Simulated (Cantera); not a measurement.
Charge: 1 mol SiHCl3, a varied amount of N2, equilibrated at 802 °C and 37.0 mbar.

Method: chemical equilibrium by Gibbs-energy minimisation in Cantera with the NASA 1993 tables (ideal gas, pure condensed phases). Candidate condensed phases: NH4Cl, Si, Si3N4; 28 gas species. N2 is the only nitrogen source here; it is nearly inert below about 1500 K, so the nitride shown seldom forms there in practice. The tables' values for SiCl3 are old estimates; treat these amounts as uncertain. The numbers say what is thermodynamically allowed, not how fast it happens.

x: gas mole fraction; n: condensed amount in mol.

```
n(N2) (mol)   x N2   x HCl  x SiCl4     x H2  x SiHCl3   x SiCl3  x SiCl2  n Si3N4(s)
-----------  -----  ------  -------  -------  --------  --------  -------  ----------
1.2          0.392   0.295    0.246   0.0659  0.000683  0.000590  2.24e-5       0.141
1.6          0.479   0.260    0.208   0.0521  0.000518  0.000503  1.93e-5       0.142
1.9              …       …        …        …         …  0.000455        …       0.144
2.4          0.595   0.209    0.159   0.0361  0.000340  0.000396  1.57e-5       0.145
3            0.653   0.183    0.135   0.0290  0.000265  0.000345  1.40e-5       0.146
3.8          0.708   0.157    0.112   0.0226  0.000201  0.000296  1.24e-5       0.148
4.7          0.753   0.135   0.0942   0.0180  0.000156  0.000258  1.12e-5       0.149
5.9          0.794   0.114   0.0776   0.0139  0.000117  0.000221  9.95e-6       0.150
7.3          0.828  0.0966   0.0644   0.0108   8.94e-5  0.000191  8.94e-6       0.151
9.1          0.858       …        …        …         …  0.000163        …       0.152
11           0.880  0.0692   0.0443  0.00654   5.20e-5  0.000143  7.26e-6       0.153
14           0.903  0.0563   0.0353  0.00481   3.75e-5  0.000120  6.43e-6       0.154
```

**Question.** Complete the blanks.

**Answer.** 
- 1.9, x N2: 0.530
- 1.9, x HCl: 0.238
- 1.9, x SiCl4: 0.186
- 1.9, x H2: 0.0449
- 1.9, x SiHCl3: 0.000435
- 1.9, x SiCl2: 1.76e-5
- 9.1, x HCl: 0.0809
- 9.1, x SiCl4: 0.0527
- 9.1, x H2: 0.00827
- 9.1, x SiHCl3: 6.70e-5
- 9.1, x SiCl2: 7.99e-6
